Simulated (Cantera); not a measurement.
Charge: 1 mol Si₃N₄, 0.061 mol C, 3.5 mol H₂, equilibrated at 2175 °C and 100000 Pa.

Cantera equilibrium calculation (NASA polynomials, part measured and part estimated; ideal gas, pure solids and liquids). Candidate condensed phases: C, C₆H₆, C₇H₈, C₈H₁₈, Si, SiC, Si₃N₄; 105 gas species. Mutual solubility and eutectic melting of coexisting phases are not modelled. The tables' values for SiN are old estimates; treat these amounts as uncertain. Gases not in the tables: Si₂H₆ and higher silanes. Rates play no part.

Base state: H₂ 0.616, N₂ 0.356, H 0.0156, HCN 0.00614, Si 0.00319, SiH 0.000718, HNC 0.000677, SiH₂ 0.000521 (mole fractions); condensed: Si(l) + SiC(s).

What changes in the equilibrium state with this change: H₂ from 3.5 to 0.014 mol?


```tsv
species	before	after
N₂	0.356	0.987
H₂	0.616	0.00559
Si	0.00319	0.00319
H	0.0156	0.00149
CH₄	1.31e-5	1.08e-9
C₂H₂ (acetylene)	0.000239	2.16e-6
SiH₂	0.000521	4.72e-6
SiH	0.000718	6.84e-5
HCN	0.00614	0.000975
Si(l), mol	2.95	2.93
SiC(s), mol	0.0176	0.0578
```

What changes in the equilibrium state with this change: pressure from 100000 Pa to 320000 Pa?


| species | before | after |
|---|---|---|
| H₂ | 0.616 | 0.624 |
| N₂ | 0.356 | 0.358 |
| H | 0.0156 | 0.00879 |
| Si | 0.00319 | 0.000998 |
| CH₄ | 1.31e-5 | 4.30e-5 |
| NH₃ | 3.17e-6 | 1.03e-5 |
| Si(l), mol | 2.95 | 2.97 |
| SiC(s), mol | 0.0176 | 0.0191 |
